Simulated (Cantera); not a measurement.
Charge: 1 mol Ta, 7.5 mol H2O, held at 21.0 Pa.

Method: chemical equilibrium by Gibbs-energy minimisation in Cantera with the NASA 1993 tables (ideal gas, pure condensed phases). Candidate condensed phases: H2O, Ta, Ta2O5; 12 gas species. The numbers say what is thermodynamically allowed, not how fast it happens. All values below are at 1302 °C.

Base state: H2O 0.666, H2 0.332, H 0.00165, OH 0.000120 (mole fractions); condensed: Ta2O5(s).

Q: What changes in the equilibrium state with this change: pressure from 21.0 Pa to 1.60 bar?

A: 
```csv
species,before,after
H2O,0.666,0.667
H2,0.332,0.333
H,0.00165,1.90e-5
OH,0.000120,1.38e-6
"Ta2O5(s), mol",0.500,0.500
```

Q: What changes in the equilibrium state with this change: Ta replaced by Nb?

A: 
```json
[
 {"species": "H2O", "before": "0.666", "after": "0.666"},
 {"species": "H2", "before": "0.332", "after": "0.332"},
 {"species": "H", "before": "0.00165", "after": "0.00165"},
 {"species": "OH", "before": "0.000120", "after": "0.000120"},
 {"species": "Ta2O5(s), mol", "before": "0.500", "after": "0"},
 {"species": "Nb2O5(s), mol", "before": "0", "after": "0.500"}
]
```
Condensed phases not in the tables: the oxides between NbO2 and Nb2O5. Further candidate phases: Nb, NbO, NbO2, Nb2O5.
